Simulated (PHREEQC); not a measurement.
PHREEQC input (ion-association model, phreeqc.dat):

```
SOLUTION 0
  temp 25
  units mmol/kgw
  pH 7 charge
  S(6) 26
  Zn 26
  Cl 0.01
  O(0) 1 O2(g) -0.68
SOLUTION 1-30
  temp 25
  units mmol/kgw
  pH 7 charge
  Cl 0.87
  Cu(2) 0.43
  S(6) 14
  Zn 14
  O(0) 1 O2(g) -0.68
END
EXCHANGE 1-30
  X 0.018
  -equilibrate 1
END
SELECTED_OUTPUT 1
  -reset false
  -pH true
  -pe true
  -ionic_strength true
  -water true
  -step true
  -totals Cl Cu S Zn Cu(1) Cu(2) S(-2) S(6)
  -molalities CuX2 ZnX2
  -saturation_indices Zn(OH)2(e)
PRINT
  -reset false
TRANSPORT
  -cells 30
  -shifts 90
  -lengths 0.00333333
  -time_step 720
  -dispersivities 0.008
  -boundary_conditions flux flux
  -correct_disp true
  -punch_cells 30
  -punch_frequency 3
END
```

Selected output (columns that matter, 15 of 31 rows; pore volumes added in front):

```
pore volumes	pH	mu	Cl	Cu	S	Zn	m_CuX2	m_ZnX2	si_Zn(OH)2(e)
0	5.163	0.037081	0.00087	0.00043	0.014	0.014	0.000181	0.008819	-3.5149
0.2167	5.1631	0.037081	0.00086999	0.00043	0.014	0.014	0.000181	0.008819	-3.5149
0.4167	5.1639	0.037485	0.0008563	0.00043433	0.014191	0.01418	0.00018058	0.0088194	-3.5099
0.6167	5.1707	0.040675	0.0007472	0.00045033	0.015714	0.015632	0.00017056	0.0088294	-3.4704
0.9167	5.1901	0.049116	0.00045121	0.00039233	0.019844	0.019672	0.00011967	0.0088803	-3.37
1.1167	5.2017	0.053812	0.00028258	0.00030086	0.022197	0.022032	8.261e-05	0.0089174	-3.3164
1.3167	5.2099	0.056973	0.00016769	0.00021035	0.0238	0.023668	5.4076e-05	0.0089459	-3.2807
1.5167	5.2151	0.05889	9.7454e-05	0.00013877	0.02478	0.024685	3.4334e-05	0.0089657	-3.2588
1.7167	5.2182	0.059984	5.7177e-05	8.8256e-05	0.025342	0.025277	2.1374e-05	0.0089786	-3.246
1.9167	5.2201	0.060586	3.4981e-05	5.4814e-05	0.025651	0.025609	1.3121e-05	0.0089869	-3.2386
2.1167	5.2212	0.060908	2.3061e-05	3.3507e-05	0.025818	0.025791	7.9706e-06	0.008992	-3.2345
2.4167	5.222	0.061129	1.486e-05	1.5704e-05	0.025932	0.025919	3.7198e-06	0.0089963	-3.2314
2.6167	5.2223	0.061193	1.2497e-05	9.3933e-06	0.025965	0.025957	2.2221e-06	0.0089978	-3.2305
2.8167	5.2224	0.061226	1.1278e-05	5.5915e-06	0.025982	0.025977	1.3219e-06	0.0089987	-3.2299
3.0167	5.2225	0.061243	1.0653e-05	3.3166e-06	0.025991	0.025988	7.8381e-07	0.0089992	-3.2296
```
